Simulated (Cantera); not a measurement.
An isothermal plug-flow reactor at 525 K and 1.00 bar (inlet), inlet velocity 4 m/s, active area per volume 2700 1/m; feed 0.261 % H₂, 1.49 % O₂, 98.2 % N₂.

Cantera simulation using Deutschmann's 1995 Pt surface mechanism with GRI-Mech 3.0 gas chemistry; the numbers are that mechanism's predictions, not measurements. Catalytic surfaces can have several steady states; this one follows from the mechanism file's or the stated starting coverage. Mass transfer to the wall is taken as infinitely fast.

x: gas mole fraction; θ: surface coverage.

```csv
z (m),x H₂,x O₂,x H₂O,θ free Pt,θ O*,θ OH*
0.00026,0.00112,0.0142,0.00149,0.120,0.867,0.0132
0.00055,0.000679,0.0140,0.00193,0.0735,0.915,0.0114
0.0012,?,0.0138,0.00226,?,0.952,?
0.0026,0.000176,0.0137,0.00244,0.0194,0.974,0.00646
0.0055,8.58e-5,0.0137,0.00253,0.00949,0.986,0.00460
0.012,?,0.0137,0.00258,?,0.992,?
0.026,1.84e-5,0.0136,0.00260,0.00207,0.996,0.00217
```

Problem. What belongs in the gaps?

Solution. 
- 0.0012, x H₂: 0.000358
- 0.0012, θ free Pt: 0.0392
- 0.0012, θ OH*: 0.00886
- 0.012, x H₂: 3.98e-5
- 0.012, θ free Pt: 0.00442
- 0.012, θ OH*: 0.00317
